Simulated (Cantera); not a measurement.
A closed system holds: 1 mol Si2Cl6, 0.99 mol NH3, 28 mol H2, equilibrated at 0.510 bar.

These are equilibrium values from Cantera (NASA tables, ideal gas, pure condensed phases), not measurements of a reactor. Candidate condensed phases: NH4Cl, Si, Si3N4; 28 gas species. The feed counts by its element totals alone. The tables' values for SiCl3 are old estimates; treat these amounts as uncertain. The numbers say what is thermodynamically allowed, not how fast it happens.

x: gas mole fraction; n: condensed amount in mol.

```csv
T (K),x H2,x HCl,x SiCl4,x SiCl2,x SiHCl3,x SiCl3,n Si3N4(s)
925,0.925,0.0347,0.0367,1.08e-6,0.00355,3.17e-5,0.247
1025,0.921,0.0385,0.0330,3.52e-5,0.00680,0.000236,0.247
1125,0.916,[?],[?],[?],[?],0.00107,0.247
1225,0.906,0.0537,0.0215,0.00341,0.0113,0.00304,0.247
1325,0.891,0.0690,0.0134,0.0113,0.00888,0.00528,0.247
1425,0.875,[?],[?],[?],[?],0.00585,0.247
1525,0.864,0.0962,0.00219,0.0298,0.00222,0.00468,0.244
```

Problem. Fill in the missing entries.

Solution. 
- 1125, x HCl: 0.0441
- 1125, x SiCl4: 0.0281
- 1125, x SiCl2: 0.000504
- 1125, x SiHCl3: 0.0101
- 1425, x HCl: 0.0855
- 1425, x SiCl4: 0.00623
- 1425, x SiCl2: 0.0216
- 1425, x SiHCl3: 0.00499
